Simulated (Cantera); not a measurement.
SiF4 + NO + H2 + H2O (silicon oxide and oxynitride deposition)

Charge: 1 mol SiF4, 0.15 mol NO, 1.2 mol H2, 16 mol H2O, equilibrated at 29000 Pa.

Equilibrium computed with Cantera from the NASA thermochemical tables; the gas is ideal and each condensed phase is pure. Candidate condensed phases: H2O, Si, SiO2, Si2N2O, Si3N4; 58 gas species. The tables hold silica as quartz up to 1696 K and as liquid above; real silica turns to tridymite and cristobalite and melts near 1996 K. Gases not in the tables: Si(OH)4. The numbers say what is thermodynamically allowed, not how fast it happens.

| T (°C) | log p H2O | log p HF | log p H2 | log p SiF4 | log p N2 | log p OH | log p H | n SiO2(α-quartz) | n SiO2(β-quartz) | n SiO2(condensed) | n SiO2(l) |
|---|---|---|---|---|---|---|---|---|---|---|---|
| 475 | -0.63 | -1.49 | -1.79 | -2.14 | -2.94 | <-12 | <-12 | 0.530 | 0 | 0 | 0 |
| 625 | -0.66 | -1.30 | -1.80 | -2.58 | -2.94 | <-12 | -10.86 | 0 | 0.827 | 0 | 0 |
| 775 | -0.67 | -1.24 | -1.80 | -3.21 | -2.95 | -10.38 | -9.01 | 0 | 0.959 | 0 | 0 |
| 925 | -0.67 | -1.22 | -1.80 | -3.83 | -2.95 | -8.59 | -7.62 | 0 | 0.990 | 0 | 0 |
| 1075 | -0.67 | -1.22 | -1.80 | -4.35 | -2.95 | -7.20 | -6.54 | 0 | 0.997 | 0 | 0 |
| 1225 | -0.67 | -1.22 | -1.80 | -4.77 | -2.95 | -6.08 | -5.67 | 0 | 0.999 | 0 | 0 |
| 1375 | -0.67 | -1.22 | -1.80 | -5.12 | -2.95 | -5.17 | -4.95 | 0 | 0.999 | 0 | 0 |
| 1525 | -0.67 | -1.22 | -1.80 | -5.42 | -2.95 | -4.41 | -4.35 | 0 | 0 | 1.000 | 0 |
| 1675 | -0.67 | -1.22 | -1.80 | -5.69 | -2.95 | -3.76 | -3.85 | 0 | 0 | 1.000 | 0 |
| 1825 | -0.67 | -1.22 | -1.80 | -5.93 | -2.95 | -3.21 | -3.41 | 0 | 0 | 0 | 0.998 |
log p: log10 of the partial pressure in bar; n: condensed amount in mol.

At 475 °C the condensed part is SiO2(α-quartz). From 625 °C to 1375 °C the condensed part is SiO2(β-quartz). From 1525 °C to 1675 °C the condensed part is SiO2(condensed). At 1825 °C the condensed part is SiO2(l).
